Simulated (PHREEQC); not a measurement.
NaOH is added in steps, without added water, to 1 kg of water holding 0.015 mol H3BO3 and 0.12 mol NaF, at 25 °C. O2 is buffered at 0.21 atm. No CO2 enters from the air. Nothing may precipitate in this run.

Base run: PHREEQC, ion-association model, wateq4f.dat. Each further column changes one thing. The table gives pH.

```csv
NaOH added (mol),base,database phreeqc.dat,Davies equation for every ion,all activity coefficients set to 1,metal-ligand complexes left out
0,7.38,7.38,7.39,7.49,7.39
0.0024,8.40,8.42,8.42,8.54,8.40
0.0044,8.73,8.75,8.75,8.88,8.73
0.0068,9.03,9.05,9.05,9.18,9.03
0.0092,9.31,9.33,9.33,9.46,9.30
0.0116,9.63,9.66,9.66,9.78,9.63
0.0136,10.04,10.07,10.07,10.20,10.04
0.016,10.95,10.95,10.97,11.09,10.95
```

Real BF4- forms and hydrolyses slowly; the run takes it at equilibrium. phreeqc.dat and wateq4f.dat share most of their constants, so their agreement is no independent check.
